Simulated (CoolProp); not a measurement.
Vapour-liquid equilibrium of chloromethane (R40) (1) + isobutene (2) at 269 kPa; x and y are mole fractions of (1).

Model: multi-fluid Helmholtz-energy mixture model, Thol 2014 and Lemmon 2005; pair parameters Bell 2016, in CoolProp.

```
x     bubble temperature, mixture model (°C)  bubble temperature, Raoult's law (°C)  y, mixture model  y, Raoult's law
----  --------------------------------------  -------------------------------------  ----------------  ---------------
0.05                                    18.8                                   19.5             0.105            0.091
0.15                              (withheld)                                   16.9        (withheld)            0.252
0.25                                    12.6                                   14.5             0.404            0.390
0.35                              (withheld)                                   12.2             0.511            0.509
0.45                              (withheld)                                   10.2             0.603            0.612
0.55                                     6.7                                    8.3        (withheld)            0.703
0.65                                     5.2                                    6.5             0.759            0.783
0.75                                     3.9                                    4.8        (withheld)            0.854
0.85                              (withheld)                                    3.2        (withheld)            0.917
0.95                                     1.6                                    1.8             0.967            0.974
```

Problem. Complete the blanks.

Solution. 
- 0.15, bubble temperature, mixture model (°C): 15.3
- 0.15, y, mixture model: 0.273
- 0.35, bubble temperature, mixture model (°C): 10.3
- 0.45, bubble temperature, mixture model (°C): 8.4
- 0.55, y, mixture model: 0.684
- 0.75, y, mixture model: 0.831
- 0.85, bubble temperature, mixture model (°C): 2.7
- 0.85, y, mixture model: 0.899

The largest gap from Raoult's law is -1.9 K in bubble temperature, at x = 0.35. No azeotrope shows between x = 0.05 and 0.95.

Pair parameters are fitted to limited data, so mixtures are less certain than the pure fluids.
